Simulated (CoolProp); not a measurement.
Vapour-liquid equilibrium of ethylene (1) + 1-butene (2) at 0.365 MPa; x and y are mole fractions of (1).

The numbers come from the multi-fluid Helmholtz-energy mixture model, Smukala 2000 and Lemmon 2005; pair parameters Bell 2016 in CoolProp.

| x | bubble temperature, mixture model (°C) | bubble temperature, Raoult's law (°C) | y, mixture model | y, Raoult's law |
|---|---|---|---|---|
| 0.05 | 10.2 | 3.9 | … | 0.614 |
| 0.2 | -31.1 | -34.4 | … | 0.936 |
| 0.35 | -49.9 | -51.2 | … | 0.979 |
| 0.5 | … | -61.1 | … | 0.992 |
| 0.65 | … | -68.0 | 0.995 | 0.996 |
| 0.8 | … | -73.1 | 0.998 | 0.999 |
| 0.95 | -77.1 | -77.2 | 1.000 | 1.000 |

Complete the blanks.


- 0.05, y, mixture model: 0.494
- 0.2, y, mixture model: 0.914
- 0.35, y, mixture model: 0.973
- 0.5, bubble temperature, mixture model (°C): -60.6
- 0.5, y, mixture model: 0.989
- 0.65, bubble temperature, mixture model (°C): -67.7
- 0.8, bubble temperature, mixture model (°C): -72.9

The largest gap from Raoult's law is +6.3 K in bubble temperature, at x = 0.05. No azeotrope shows between x = 0.05 and 0.95.

Pair parameters are fitted to limited data, so mixtures are less certain than the pure fluids.
